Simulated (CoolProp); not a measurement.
Computed with CoolProp (reference Helmholtz-energy equation of state, Lemmon 2016).

Give the vapour pressure (MPa), vapour density (kg/m³), surface tension (mN/m) of saturated R365MFC at 68.65, 141.05 °C.


```tsv
T (°C)	p (MPa)	vapour density (kg/m³)	surface tension (mN/m)
68.65	0.255	14.6	10.3
141.05	1.43	86.9	3.28
```

Surface tension comes from a separate correlation (Mulero 2012).
